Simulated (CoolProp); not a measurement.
A closed Brayton cycle with carbon dioxide: compressor inlet 305.15 K and 8.9 MPa, high pressure 16.8 MPa, turbine inlet 860 K, compressor efficiency 0.8, turbine efficiency 0.9, recuperator effectiveness 0 (on enthalpy, no pinch check). Each further row changes one setting.

The numbers come from the reference Helmholtz-energy equation of state, Span 1996 in CoolProp.

```json
[
 {"case": "as stated", "thermal efficiency (%)": "9.7", "net work (kJ/kg)": "76.4", "compressor to turbine work": "0.15", "compressor exit (K)": "319.8", "turbine exit (K)": "781.0"},
 {"case": "turbine inlet 810 K", "thermal efficiency (%)": "___", "net work (kJ/kg)": "___", "compressor to turbine work": "0.16", "compressor exit (K)": "319.8", "turbine exit (K)": "733.9"},
 {"case": "compressor inlet 315.15 K", "thermal efficiency (%)": "___", "net work (kJ/kg)": "___", "compressor to turbine work": "0.24", "compressor exit (K)": "352.8", "turbine exit (K)": "781.0"},
 {"case": "high pressure 14.3 MPa", "thermal efficiency (%)": "7.4", "net work (kJ/kg)": "___", "compressor to turbine work": "___", "compressor exit (K)": "315.6", "turbine exit (K)": "___"},
 {"case": "recuperator effectiveness 0.5", "thermal efficiency (%)": "15.6", "net work (kJ/kg)": "76.4", "compressor to turbine work": "0.15", "compressor exit (K)": "319.8", "turbine exit (K)": "781.0"}
]
```

**Question.** Fill in the missing entries.

**Answer.** 
- turbine inlet 810 K, thermal efficiency (%): 9.8
- turbine inlet 810 K, net work (kJ/kg): 70.7
- compressor inlet 315.15 K, thermal efficiency (%): 9.9
- compressor inlet 315.15 K, net work (kJ/kg): 67.9
- high pressure 14.3 MPa, net work (kJ/kg): 58.6
- high pressure 14.3 MPa, compressor to turbine work: 0.14
- high pressure 14.3 MPa, turbine exit (K): 800.7
